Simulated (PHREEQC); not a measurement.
0.016 g of hydrous ferric oxide (600 m²/g; 0.2 weak and 0.005 strong sites per Fe, Dzombak-Morel constants, diffuse double layer) in 1 kg of water with 0.3 mol/kgw of an inert sodium salt and 1.1e-06 mol Ag2SO4 and 1.6e-05 mol CuCl2, at 25 °C; the pH is set by adding NaOH or the inert anion's acid. Oxygen is held at 0.21 atm. The system is closed to CO2. Precipitation was switched off in this run.

The numbers come from PHREEQC with the ion-association model, wateq4f.dat.

**Question.** Predict Cu sorbed (%) at pH = 4.67, 5.33, 6, 8, 11.33.

**Answer.** 
```csv
pH,Cu sorbed (%)
4.67,1.8
5.33,9.9
6,42.9
8,85.7
11.33,21.6
```

Along this series the solution becomes supersaturated in solids that the run did not let form, among them Cu(OH)2. The database's constant for dissolved Cu(OH)2 is higher than later reviews accept.
